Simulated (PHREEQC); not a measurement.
# Buffer (model solution)

Make-up at 20 °C: 0.0017 mol NaHSO4 and 0.018 mol Na2CO3 per kg of water. Closed to the air; pH follows from the charge balance.

Equilibrium calculation in PHREEQC: Pitzer model, pitzer.dat.

Each row changes one thing in this solution. No solid was allowed to form.

```json
[
 {"case": "as made", "pH": "10.90", "ionic strength (mol/kgw)": "0.0550"},
 {"case": "NaHSO4 from 0.0017 to 0.0085 mol/kgw", "pH": "10.09", "ionic strength (mol/kgw)": "0.0624"},
 {"case": "0.00045 mol/kgw H2SO4 added", "pH": "10.76", "ionic strength (mol/kgw)": "0.0548"},
 {"case": "diluted 10-fold with water", "pH": "10.67", "ionic strength (mol/kgw)": "0.00522"},
 {"case": "NaHSO4 left out", "pH": "11.19", "ionic strength (mol/kgw)": "0.0527"},
 {"case": "Na2CO3 left out", "pH": "___", "ionic strength (mol/kgw)": "0.00480"},
 {"case": "NaHSO4 from 0.0017 to 0.00153 mol/kgw", "pH": "10.93", "ionic strength (mol/kgw)": "0.0548"},
 {"case": "Na2CO3 from 0.018 to 0.0162 mol/kgw", "pH": "10.87", "ionic strength (mol/kgw)": "0.0497"},
 {"case": "NaHSO4 from 0.0017 to 0.00085 mol/kgw", "pH": "11.04", "ionic strength (mol/kgw)": "___"}
]
```

Problem. What belongs in the gaps?

Solution. 
- Na2CO3 left out, pH: 2.84
- NaHSO4 from 0.0017 to 0.00085 mol/kgw, ionic strength (mol/kgw): 0.0539
